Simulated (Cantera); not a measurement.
A perfectly stirred reactor is fed with N₂O = 1 (molar parts), at 5.48 Torr; it is held at 1600 K, and followed from long to short residence time.

Cantera simulation using GRI-Mech 3.0 (53 species, 325 reactions); the numbers are that mechanism's predictions, not measurements. GRI-Mech 3.0 was tuned for natural gas; its chemistry of N2O as a main component is partial and can be far from experiment. Radical loss at walls, strong at low pressure, is not modelled. The temperature is held fixed by assumption; the heat of reaction is taken as removed at once.

Question: What does this change do: pressure from 5.48 Torr to 1.60 bar?

Answer: 
| quantity | before | after |
|---|---|---|
| x(N₂O) at τ = 29.0 s | 0.0180 | 0.000168 |
| x(NO) at τ = 29.0 s | 0.190 | 0.0174 |
| x(O) at τ = 29.0 s | 0.000168 | 8.12e-6 |
| x(NO₂) at τ = 29.0 s | 3.92e-5 | 0.000114 |
| x(N₂) at τ = 29.0 s | 0.560 | 0.658 |
| x(N₂O) at τ = 0.110 s | 0.826 | 0.0347 |
| x(NO) at τ = 0.110 s | 0.0347 | 0.0870 |
| x(O) at τ = 0.110 s | 0.000175 | 4.80e-5 |
| x(NO₂) at τ = 0.110 s | 1.95e-6 | 0.000719 |
| x(N₂) at τ = 0.110 s | 0.0989 | 0.600 |
